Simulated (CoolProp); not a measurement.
Vapour pressure (bar) of propyne: the reference equation beside estimates from Tc = 402.7 K, pc = 56.58 bar, ω = 0.204. Clausius-Clapeyron is anchored at 326.3 K with a constant enthalpy of vaporisation of 16.84 kJ/mol.

Values from CoolProp's reference Helmholtz-energy equation of state, Polt 1992. This equation is an older, rougher fit; its heat capacities, sound speeds and derivatives of the liquid may be far off and weren't checked against measurements.

```tsv
T (K)	reference	Lee-Kesler	Clausius-Clapeyron	van der Waals	Redlich-Kwong	Soave-Redlich-Kwong	Peng-Robinson
307.2	7.506	7.621	8.336	17.34	9.822	7.636	7.560
313.6	8.905	?	9.536	19.13	11.45	?	?
319.9	10.47	10.65	10.83	20.99	13.23	10.70	10.57
326.3	12.26	?	12.26	23.00	15.23	12.54	12.39
332.6	14.25	14.47	13.79	25.09	?	14.58	14.40
339	16.50	?	15.47	27.34	19.78	16.89	16.68
345.3	18.98	19.21	17.25	29.67	22.34	19.41	19.18
351.7	21.77	21.99	19.20	32.15	25.17	22.25	21.99
358	24.81	25.00	21.24	34.72	28.18	25.32	25.04
364.4	28.21	28.37	23.46	37.46	31.47	28.74	28.45
370.7	31.89	?	25.79	40.28	34.95	32.43	32.14
377	35.91	36.00	28.25	43.22	38.68	36.44	36.16
383.4	40.38	40.44	?	46.35	42.72	40.87	40.63
```

Question: Complete the blanks.

Answer: 
- 313.6, Lee-Kesler: 9.053
- 313.6, Soave-Redlich-Kwong: 9.083
- 313.6, Peng-Robinson: 8.982
- 326.3, Lee-Kesler: 12.47
- 332.6, Redlich-Kwong: 17.38
- 339, Lee-Kesler: 16.73
- 370.7, Lee-Kesler: 32.01
- 383.4, Clausius-Clapeyron: 30.90

Absolute difference from the reference over all 13 rows, mean and median: Lee-Kesler 1.1 and 1.2 %, Clausius-Clapeyron 11.3 and 11.1 %, van der Waals 62.6 and 56.3 %, Redlich-Kwong 18.0 and 17.7 %, Soave-Redlich-Kwong 2.0 and 2.1 %, Peng-Robinson 0.9 and 0.9 %.
